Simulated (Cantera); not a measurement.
Input: 1 mol SiH2Cl2, 2.1 mol HCl, 11 mol H2, held at 1325 K.

Method: chemical equilibrium by Gibbs-energy minimisation in Cantera with the NASA 1993 tables (ideal gas, pure condensed phases). Candidate condensed phases: Si; 19 gas species. Equilibrium is a limit: real reactors are often held back by kinetics, nucleation or transport.

Q: Which condensed phases are stable at each of these points (P (Pa)): 100, 230, 540, 1300, 2900, 6800, 16000, 37000, 86000, 200000?

A: 
| P (Pa) | condensed phases | Si condensed (%) |
|---|---|---|
| 100 | Si(s) | 0.0 |
| 230 | Si(s) | 0.3 |
| 540 | Si(s) | 0.9 |
| 1300 | Si(s) | 1.8 |
| 2900 | Si(s) | 2.8 |
| 6800 | Si(s) | 3.6 |
| 16000 | Si(s) | 3.7 |
| 37000 | Si(s) | 2.7 |
| 86000 | Si(s) | 0.6 |
| 200000 | gas only | 0.0 |

From 0.750 Torr to 645 Torr the condensed part is Si(s). At 1500 Torr nothing is condensed.
